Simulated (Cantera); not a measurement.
What does this Cantera script print?

```python
import numpy as np
import cantera as ct

gas_names = [...]  # 109 gases of nasa_gas.yaml made of C, Cl, H, Si
cond_names = """
    C(gr) C6H6(L) C7H8(L) C8H18(L),n-octa Si(cr) Si(L) SiC(b)
""".split()


# ... load() reads the species with a 1 bar reference pressure and builds the phases ...
atoms = {
    'SiCl4': {'Si': 1, 'CL': 4},
    'CH4': {'C': 1, 'H': 4},
    'H2': {'H': 2},
}
top_T = {'C(gr)': 4500, 'SiC(b)': 3050}  # K; cautious upper limits of use, not melting points


# ... equilibrate(T, P, feed) seeds the gas with the atoms and calls Mixture.equilibrate('TP', solver="vcs", rtol=1e-11, max_steps=5000) ...
results = []
feed = {'SiCl4': 1, 'CH4': 0.54, 'H2': 370}  # mol
T = 1648  # K
P = 100000  # Pa
mix = equilibrate(T, P, feed)
results.append((T, P, feed, dict(zip(mix.species_names, mix.species_moles))))
x = sorted(zip(gas.X, gas.species_names), reverse=True)
print(f"T = {T:g} K  P = {P:g} Pa  gas = {mix.phase_moles(0):.4g} mol")
print("   x: " + "  ".join(f"{s} {v:.3e}" for v, s in x if v > 0.0001))
print("   condensed (mol): " + ("  ".join(f"{mix.phase(i).name} {mix.phase_moles(i):.4g}"
      for i in range(1, mix.n_phases) if mix.phase_moles(i) > 1e-12) or "none"))
```

Output:

```
T = 1648 K  P = 100000 Pa  gas = 373.1 mol
   x: H2 9.895e-01  HCL 9.978e-03  SiCL2 3.573e-04
   condensed (mol): Si(cr) 0.3239  SiC(b) 0.5339
```

These are equilibrium values from Cantera (NASA tables, ideal gas, pure condensed phases), not measurements of a reactor. Mutual solubility and eutectic melting of coexisting phases are not modelled.
